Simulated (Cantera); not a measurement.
# Oxide etching and cleaning by halides: SiO₂ + F₂ + H₂ + HF

Input: 1 mol SiO₂, 3.4 mol F₂, 6.7 mol H₂, 4.5 mol HF, held at 8400 Pa.

Method: chemical equilibrium by Gibbs-energy minimisation in Cantera with the NASA 1993 tables (ideal gas, pure condensed phases). Candidate condensed phases: H₂O, Si, SiO₂; 38 gas species. The tables' values for SiF₃, SiF₂ are old estimates; treat these amounts as uncertain. The tables hold silica as quartz up to 1696 K and as liquid above; real silica turns to tridymite and cristobalite and melts near 1996 K. Gases not in the tables: Si(OH)₄. Kinetics and transport are ignored.

From 898 K to 1298 K nothing is condensed. From 1398 K to 1598 K the condensed part is SiO₂(β-quartz). From 1698 K to 1898 K the condensed part is SiO₂(condensed).

| T (K) | x HF | x H₂ | x H₂O | x SiF₄ | n SiO₂(β-quartz) | n SiO₂(condensed) |
|---|---|---|---|---|---|---|
| 898 | 0.537 | 0.243 | 0.147 | 0.0735 | 0 | 0 |
| 998 | 0.537 | 0.243 | 0.147 | 0.0735 | 0 | 0 |
| 1098 | 0.537 | 0.243 | 0.147 | 0.0735 | 0 | 0 |
| 1198 | 0.537 | 0.243 | 0.147 | 0.0735 | 0 | 0 |
| 1298 | 0.537 | 0.243 | 0.147 | 0.0735 | 0 | 0 |
| 1398 | 0.571 | 0.240 | 0.126 | 0.0628 | 0.138 | 0 |
| 1498 | 0.599 | 0.238 | 0.108 | 0.0542 | 0.249 | 0 |
| 1598 | 0.621 | 0.237 | 0.0947 | 0.0472 | 0.340 | 0 |
| 1698 | 0.639 | 0.235 | 0.0837 | 0.0415 | 0 | 0.413 |
| 1798 | 0.654 | 0.233 | 0.0743 | 0.0363 | 0 | 0.476 |
| 1898 | 0.667 | 0.231 | 0.0670 | 0.0315 | 0 | 0.522 |
x: gas mole fraction; n: condensed amount in mol.
